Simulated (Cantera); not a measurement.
Input: 1 mol SiHCl3, 0.15 mol C3H8, 2 mol H2, 0.059 mol CH4, at 2373.15 K and 0.300 bar.

Method: chemical equilibrium by Gibbs-energy minimisation in Cantera with the NASA 1993 tables (ideal gas, pure condensed phases). The tables' values for SiCl3, SiCl are old estimates; treat these amounts as uncertain. Gases not in the tables: Si2H6 and higher silanes. Kinetics and transport are ignored.

```json
[
 {"species": "H2", "before": "0.460", "after": "0.612"},
 {"species": "HCl", "before": "0.401", "after": "0.273"},
 {"species": "SiCl4", "before": "4.49e-5", "after": "0.0899"},
 {"species": "SiCl2", "before": "0.102", "after": "0.00541"},
 {"species": "Cl", "before": "0.0108", "after": "8.47e-7"},
 {"species": "H", "before": "0.0173", "after": "2.26e-6"},
 {"species": "SiHCl3", "before": "3.74e-5", "after": "0.0102"},
 {"species": "Si", "before": "0.00104", "after": "<1e-9"},
 {"species": "SiCl", "before": "0.00218", "after": "3.70e-9"},
 {"species": "SiC2", "before": "0.000176", "after": "<1e-9"},
 {"species": "C2H2 (acetylene)", "before": "0.00274", "after": "2.12e-8"},
 {"species": "SiH", "before": "0.000124", "after": "<1e-9"},
 {"species": "Si2C", "before": "0.000105", "after": "<1e-9"},
 {"species": "SiC(s), mol", "before": "0.480", "after": "0.508"}
]
```
Gas species are given as mole fractions.

Problem. Name the change that produced these shifts.
(A) temperature from 2373.15 K to 1698.15 K
(B) temperature from 2373.15 K to 1323 K
(C) pressure from 0.300 bar to 0.0100 bar
(D) pressure from 0.300 bar to 0.00133 bar

Solution. B, temperature from 2373.15 K to 1323 K. The tables' values for SiCl3 are old estimates; treat these amounts as uncertain
